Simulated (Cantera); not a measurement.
An adiabatic, constant-volume homogeneous reactor starts with 13.1 % CH4, 1.44 % CO, 18.0 % O2, 67.5 % N2, equivalence ratio 1.5, at 1748 K and 10.0 bar.

Model: GRI-Mech 3.0 (53 species, 325 reactions), integrated in Cantera. Above 3000 K some thermodynamic fits are extrapolated.

Predict: time of steepest temperature rise; temperature at 0.500 s; equilibrium temperature; x(CO) at 0.500 s; x(O2) at 0.500 s; x(CO2) at 0.500 s; x(O) at 0.500 s.


```
Quantity                                                            Result
---------------------------------  ---------------------------------------
time of steepest temperature rise                                  24.5 µs
temperature at 0.500 s                                              3206 K
equilibrium temperature                                             3206 K
x(CO) at 0.500 s                       0.102 (gas-phase equilibrium 0.102)
x(O2) at 0.500 s                   0.00179 (gas-phase equilibrium 0.00179)
x(CO2) at 0.500 s                    0.0290 (gas-phase equilibrium 0.0290)
x(O) at 0.500 s                    0.00207 (gas-phase equilibrium 0.00207)
```
